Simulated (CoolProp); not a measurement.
Properties of methane along the isotherm -63.15 °C (Tc = -82.6 °C, pc = 4599 kPa, ω = 0.011).

Computed with CoolProp (reference Helmholtz-energy equation of state, Setzmann 1991).

```tsv
p (kPa)	phase	cv (kJ/(kg K))	viscosity (µPa s)	Prandtl number
1530	gas	1.633	8.43	0.815
3070	gas	1.707	8.92	0.941
4600	supercritical	1.808	9.92	1.21
6130	supercritical	1.947	12.2	1.91
7670	supercritical	2.001	17.1	2.73
9200	supercritical	1.922	21.8	2.22
10700	supercritical	1.883	25.0	1.91
12300	supercritical	1.863	27.7	1.73
13800	supercritical	1.852	29.8	1.64
15300	supercritical	1.847	31.6	1.57
16900	supercritical	1.844	33.4	1.52
18400	supercritical	1.843	34.9	1.49
19900	supercritical	1.843	36.3	1.46
21500	supercritical	1.844	37.7	1.44
23000	supercritical	1.846	39.0	1.42
```

Viscosity comes from a separate model (Quiñones-Cisneros 2006). Thermal conductivity comes from a separate model (Friend 1989).
